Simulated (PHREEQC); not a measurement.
Dissolve 0.001 mol/kgw HF and 0.079 mol/kgw NaF at 65 °C. Closed to the air; pH follows from the charge balance.

Computed with PHREEQC (ion-association model, phreeqc.dat).

Each row changes one thing in this solution. This is a speciation only: nothing precipitates in the calculation.

```json
[
 {"case": "as made", "pH": "5.40", "ionic strength (mol/kgw)": "0.0770", "HF (mol/kgw)": "0.000745", "HF2- (mol/kgw)": "0.000251"},
 {"case": "NaF left out", "pH": "___", "ionic strength (mol/kgw)": "0.000430", "HF (mol/kgw)": "0.000569", "HF2- (mol/kgw)": "1.07e-6"},
 {"case": "0.067 mol/kgw KOH added", "pH": "11.58", "ionic strength (mol/kgw)": "0.144", "HF (mol/kgw)": "___", "HF2- (mol/kgw)": "1.59e-10"},
 {"case": "0.0013 mol/kgw LiOH added", "pH": "9.26", "ionic strength (mol/kgw)": "0.0783", "HF (mol/kgw)": "1.04e-7", "HF2- (mol/kgw)": "3.55e-8"},
 {"case": "HF left out", "pH": "7.59", "ionic strength (mol/kgw)": "0.0770", "HF (mol/kgw)": "4.79e-6", "HF2- (mol/kgw)": "1.62e-6"},
 {"case": "HF replaced by (CH3)4NF at the same molality", "pH": "7.60", "ionic strength (mol/kgw)": "0.0780", "HF (mol/kgw)": "4.81e-6", "HF2- (mol/kgw)": "1.64e-6"}
]
```

### Question
Complete the blanks.

### Answer

- NaF left out, pH: 3.38
- 0.067 mol/kgw KOH added, HF (mol/kgw): 4.65e-10

Constants without temperature data keep their 25 °C values here.
